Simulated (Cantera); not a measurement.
An adiabatic, constant-volume homogeneous reactor starts with CH3OH : O2 : N2 = 1 : 3.12 : 11.8 (molar parts), equivalence ratio 0.48, at 1350 K and 1280 Torr.

Computed with Cantera and GRI-Mech 3.0 (53 species, 325 reactions). GRI-Mech 3.0 was tuned for natural gas; its chemistry of methanol as a main component is partial and can be far from experiment.

Q: Predict: time of steepest temperature rise; temperature at 5.00 s; equilibrium temperature; x(O2) at 5.00 s; x(H2) at 5.00 s; x(CO) at 5.00 s; x(HCO) at 5.00 s; x(H2O2) at 5.00 s.

A: 
```json
{
  "time_of_steepest_temperature_rise": "0.807 ms",
  "temperature at 5.00 s": "2521 K",
  "equilibrium_temperature": "2521 K",
  "x(O2) at 5.00 s": "0.0897 (gas-phase equilibrium 0.0897)",
  "x(H2) at 5.00 s": "0.00139 (gas-phase equilibrium 0.00139)",
  "x(CO) at 5.00 s": "0.00427 (gas-phase equilibrium 0.00427)",
  "x(HCO) at 5.00 s": "1.10e-9 (gas-phase equilibrium 1.10e-9)",
  "x(H2O2) at 5.00 s": "4.58e-7 (gas-phase equilibrium 4.58e-7)"
}
```
